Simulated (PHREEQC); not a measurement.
H2SO4 is added in steps, without added water, to 1 kg of water holding 0.0013 mol HCl, 0.0026 mol MnCl2 and 0.0035 mol KBr, at 25 °C. The system is closed to oxygen. No CO2 enters from the air. The run lets Pyrochroite precipitate or redissolve, and no other solid.

Base run: PHREEQC, ion-association model, wateq4f.dat. Each further column changes one thing. The table gives pH.

```json
[
 {"H2SO4 added (mol)": "0", "base": "2.93", "temperature from 25 to 80 °C": "2.93", "HCl replaced by MgCl2 at the same molality": "6.63", "temperature from 25 to 45 °C": "2.93", "no solid may form": "2.93"},
 {"H2SO4 added (mol)": "0.0027", "base": "2.27", "temperature from 25 to 80 °C": "2.32", "HCl replaced by MgCl2 at the same molality": "2.36", "temperature from 25 to 45 °C": "2.28", "no solid may form": "2.27"},
 {"H2SO4 added (mol)": "0.004725", "base": "2.09", "temperature from 25 to 80 °C": "2.15", "HCl replaced by MgCl2 at the same molality": "2.14", "temperature from 25 to 45 °C": "2.11", "no solid may form": "2.09"},
 {"H2SO4 added (mol)": "0.007425", "base": "1.93", "temperature from 25 to 80 °C": "2.01", "HCl replaced by MgCl2 at the same molality": "1.97", "temperature from 25 to 45 °C": "1.96", "no solid may form": "1.93"},
 {"H2SO4 added (mol)": "0.01013", "base": "1.83", "temperature from 25 to 80 °C": "1.90", "HCl replaced by MgCl2 at the same molality": "1.85", "temperature from 25 to 45 °C": "1.85", "no solid may form": "1.83"},
 {"H2SO4 added (mol)": "0.01215", "base": "1.76", "temperature from 25 to 80 °C": "1.84", "HCl replaced by MgCl2 at the same molality": "1.79", "temperature from 25 to 45 °C": "1.79", "no solid may form": "1.76"},
 {"H2SO4 added (mol)": "0.01485", "base": "1.69", "temperature from 25 to 80 °C": "1.77", "HCl replaced by MgCl2 at the same molality": "1.71", "temperature from 25 to 45 °C": "1.72", "no solid may form": "1.69"},
 {"H2SO4 added (mol)": "0.01688", "base": "1.65", "temperature from 25 to 80 °C": "1.73", "HCl replaced by MgCl2 at the same molality": "1.67", "temperature from 25 to 45 °C": "1.68", "no solid may form": "1.65"},
 {"H2SO4 added (mol)": "0.01957", "base": "1.60", "temperature from 25 to 80 °C": "1.67", "HCl replaced by MgCl2 at the same molality": "1.61", "temperature from 25 to 45 °C": "1.63", "no solid may form": "1.60"},
 {"H2SO4 added (mol)": "0.02227", "base": "1.55", "temperature from 25 to 80 °C": "1.63", "HCl replaced by MgCl2 at the same molality": "1.57", "temperature from 25 to 45 °C": "1.58", "no solid may form": "1.55"},
 {"H2SO4 added (mol)": "0.0243", "base": "1.52", "temperature from 25 to 80 °C": "1.60", "HCl replaced by MgCl2 at the same molality": "1.53", "temperature from 25 to 45 °C": "1.55", "no solid may form": "1.52"},
 {"H2SO4 added (mol)": "0.027", "base": "1.48", "temperature from 25 to 80 °C": "1.56", "HCl replaced by MgCl2 at the same molality": "1.49", "temperature from 25 to 45 °C": "1.51", "no solid may form": "1.48"}
]
```

 At this temperature some constants are extrapolated from 25 °C, and those without enthalpy data are left unchanged. Solids allowed in the column 'HCl replaced by MgCl2 at the same molality': Brucite, Pyrochroite, Epsomite.
